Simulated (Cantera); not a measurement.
**Equilibrium for carbon deposition, reforming and gasification: toluene + H2 + NH3**

Feed: 1 mol toluene, 0.74 mol H2, 0.037 mol NH3, at 1575 K and 200000 Pa.

These are equilibrium values from Cantera (NASA tables, ideal gas, pure condensed phases), not measurements of a reactor. Candidate condensed phases: C, C6H6, C7H8, C8H18; 92 gas species. Equilibrium is a limit: real reactors are often held back by kinetics, nucleation or transport.

```json
{
 "x(H2)": "0.992",
 "x(N2)": "0.00380",
 "x(CH4)": "0.00358",
 "x(HCN)": "0.000107",
 "x(H)": "2.93e-5",
 "x(C2H2 (acetylene))": "2.09e-5",
 "x(NH3)": "6.09e-6",
 "x(C2H4)": "5.79e-6",
 "x(HNC)": "2.29e-6",
 "n(C(graphite))": "6.98 mol",
 "gas_amount": "4.797 mol"
}
```
